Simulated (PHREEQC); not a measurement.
Solution (25 °C): 0.041 mol/kgw HCl and 0.00026 mol/kgw Li2SO4. It is in equilibrium with CO2 at log p = -3.5 (atm). Otherwise closed; pH follows from the charge balance.

The numbers come from PHREEQC with the ion-association model, wateq4f.dat.

```tsv
quantity	before	after
pH	1.45	1.45
LiSO4- (mol/kgw)	9.65e-8	2.41e-8
HCO3- (mol/kgw)	1.62e-10	1.62e-10
```

**Question.** What was changed between the two runs?
A) diluted 100-fold with water
B) HCl from 0.041 to 0.0451 mol/kgw
C) Li2SO4 from 0.00026 to 5.2e-05 mol/kgw
D) Li2SO4 from 0.00026 to 0.00013 mol/kgw
E) HCl left out

**Answer.** D, Li2SO4 from 0.00026 to 0.00013 mol/kgw

Precipitation was switched off in this run.
